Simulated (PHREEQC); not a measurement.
Solution (93 °C): 0.0028 mol/kgw KBr, 0.00015 mol/kgw LiOH and 0.00012 mol/kgw Pb(BF4)2. Closed to the air; pH follows from the charge balance.

Equilibrium calculation in PHREEQC: ion-association model, wateq4f.dat.

Each row changes one thing in this solution. No solid was allowed to form.

```
case                                                pH  ionic strength (mol/kgw)
------------------------------------------------  ----  ------------------------
as made                                           3.85                   0.00341
0.0001 mol/kgw Al2(SO4)3 added                       …                   0.00384
LiOH replaced by LiNO3 at the same molality       3.69                   0.00347
Pb(BF4)2 replaced by NH4HF2 at the same molality  7.02                         …
KBr from 0.0028 to 0.00056 mol/kgw                3.85                   0.00120
Pb(BF4)2 left out                                 8.53                         …
0.00033 mol/kgw NaCl added                        3.85                         …
```

Some entries are withheld; supply them.


- 0.0001 mol/kgw Al2(SO4)3 added, pH: 3.57
- Pb(BF4)2 replaced by NH4HF2 at the same molality, ionic strength (mol/kgw): 0.00304
- Pb(BF4)2 left out, ionic strength (mol/kgw): 0.00295
- 0.00033 mol/kgw NaCl added, ionic strength (mol/kgw): 0.00373

Species that the database lacks are ignored. Constants without temperature data keep their 25 °C values here. Real BF4- forms and hydrolyses slowly; the run takes it at equilibrium. Fluoro complexes past AlF4- and FeF3 are missing from the database.
